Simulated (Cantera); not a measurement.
A closed system holds: 1 mol (CH3)2SiCl2, 0.29 mol C3H8, 340 mol H2, held at 1325 K and 0.190 bar.

Equilibrium computed with Cantera from the NASA thermochemical tables; the gas is ideal and each condensed phase is pure. Candidate condensed phases: C, C6H6, C7H8, C8H18, Si, SiC; 109 gas species. The feed counts by its element totals alone. Rates play no part.

Base state: H2 0.993, HCl 0.00580, CH4 0.00126 (mole fractions); condensed: C(graphite) + SiC(s).

Problem. What changes in the equilibrium state with this change: temperature from 1325 K to 1448.15 K?

Solution. 
```csv
species,before,after
H2,0.993,0.994
HCl,0.00580,0.00580
CH4,0.00126,0.000625
H,3.74e-6,2.11e-5
"C(graphite), mol",1.44,1.65
"SiC(s), mol",1.000,1.000
```

Problem. What changes in the equilibrium state with this change: temperature from 1325 K to 1198.15 K?

Solution. 
```
species            before    after
----------------  -------  -------
H2                  0.993    0.991
HCl               0.00580  0.00581
CH4               0.00126  0.00299
C(graphite), mol     1.44    0.841
SiC(s), mol         1.000    1.000
```
